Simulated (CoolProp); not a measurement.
Vapour pressure (MPa) of R113: the reference equation beside estimates from Tc = 214.1 °C, pc = 3.392 MPa, ω = 0.253. Clausius-Clapeyron is anchored at 105.55 °C with a constant enthalpy of vaporisation of 23.06 kJ/mol.

The numbers come from the reference Helmholtz-energy equation of state, Marx 1992 in CoolProp.

| T (°C) | reference | Clausius-Clapeyron | van der Waals | Redlich-Kwong | Soave-Redlich-Kwong | Peng-Robinson |
|---|---|---|---|---|---|---|
| 75.85 | 0.2370 | 0.2662 | 0.7641 | 0.3592 | 0.2372 | 0.2358 |
| 80.75 | 0.2703 | 0.2971 | 0.8191 | 0.4022 | 0.2708 | 0.2689 |
| 85.75 | 0.3078 | 0.3314 | 0.8778 | 0.4498 | 0.3087 | 0.3062 |
| 90.65 | 0.3483 | ? | 0.9379 | 0.5001 | 0.3497 | 0.3464 |
| 95.65 | 0.3937 | 0.4078 | 1.002 | ? | 0.3956 | ? |
| 100.55 | 0.4423 | 0.4501 | 1.067 | 0.6136 | 0.4448 | 0.4400 |
| 105.55 | 0.4964 | 0.4964 | 1.137 | 0.6773 | 0.4997 | 0.4939 |
| 110.45 | 0.5541 | 0.5451 | 1.207 | 0.7440 | 0.5583 | 0.5515 |
| 115.45 | 0.6180 | ? | 1.283 | 0.8166 | 0.6232 | ? |
| 120.35 | 0.6858 | 0.6539 | 1.359 | 0.8924 | 0.6921 | ? |
| 125.25 | 0.7589 | 0.7131 | 1.438 | 0.9729 | 0.7665 | 0.7565 |
| 130.25 | 0.8393 | 0.7774 | 1.522 | 1.060 | 0.8484 | 0.8372 |

Fill in the missing entries.


- 90.65, Clausius-Clapeyron: 0.3678
- 95.65, Redlich-Kwong: 0.5554
- 95.65, Peng-Robinson: 0.3915
- 115.45, Clausius-Clapeyron: 0.5983
- 115.45, Peng-Robinson: 0.6154
- 120.35, Peng-Robinson: 0.6832

Absolute difference from the reference over all 12 rows, mean and median: Clausius-Clapeyron 5.3 and 5.1 %, van der Waals 141.6 and 135.1 %, Redlich-Kwong 38.1 and 37.6 %, Soave-Redlich-Kwong 0.6 and 0.6 %, Peng-Robinson 0.5 and 0.5 %.
